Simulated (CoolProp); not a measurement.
Properties of acetone along the isotherm 471 K.

Values from CoolProp's reference Helmholtz-energy equation of state, Lemmon 2006. It is a short technical equation, of lower accuracy than the large ones.

```
p (MPa)   phase  density (kg/m³)  cv (kJ/(kg K))  fugacity coefficient
-------  ------  ---------------  --------------  --------------------
1.3         gas            22.93           1.790                0.8601
2.61        gas            63.65           2.061                0.7220
3.91     liquid            535.0           1.946                0.5053
5.21     liquid            546.3           1.935                0.3930
6.52     liquid            555.7           1.928                0.3253
7.82     liquid            563.8           1.922                0.2807
9.12     liquid            571.0           1.917                0.2490
10.4     liquid            577.4           1.914                0.2257
11.7     liquid            583.3           1.911                0.2074
```
